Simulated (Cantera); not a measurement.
Input (Python, Cantera):

```python
import numpy as np
import cantera as ct

gas = ct.Solution("gri30.yaml")


def delay(T, t_max=10):
    gas.TPX = T, 2400000, {'CO': 1, 'H2': 0.45, 'O2': 0.815, 'N2': 4.6}
    reactor = ct.IdealGasConstPressureReactor(gas, clone=False)
    net = ct.ReactorNet([reactor])
    net.rtol, net.atol = 1e-8, 1e-16
    while net.time < t_max:
        t_old, T_old = net.time, reactor.T
        net.step()
        if reactor.T > T + 400:  # ignition: a rise of 400 K
            return t_old + (T + 400 - T_old) / (reactor.T - T_old) * (net.time - t_old)
    return np.nan


taus = []
for T in [1000, 1050, 1100, 1150, 1200, 1250, 1300, 1350, 1400]:
    taus.append(delay(T))
    print(f"T0 = {T:6g} K   tau = {taus[-1]:.4e} s")
```

It prints:

```
T0 =   1000 K   tau = 4.3903e-03 s
T0 =   1050 K   tau = 1.4795e-03 s
T0 =   1100 K   tau = 5.3728e-04 s
T0 =   1150 K   tau = 2.0600e-04 s
T0 =   1200 K   tau = 8.1607e-05 s
T0 =   1250 K   tau = 3.2775e-05 s
T0 =   1300 K   tau = 1.3450e-05 s
T0 =   1350 K   tau = 6.1839e-06 s
T0 =   1400 K   tau = 3.4861e-06 s
```

Model: GRI-Mech 3.0 (53 species, 325 reactions), integrated in Cantera. The hydrogen kinetics of GRI-Mech 3.0 are dated; newer H2 mechanisms differ, most at raised pressure. The pressure lies above the range GRI-Mech 3.0 was tuned for (to about 10 atm).
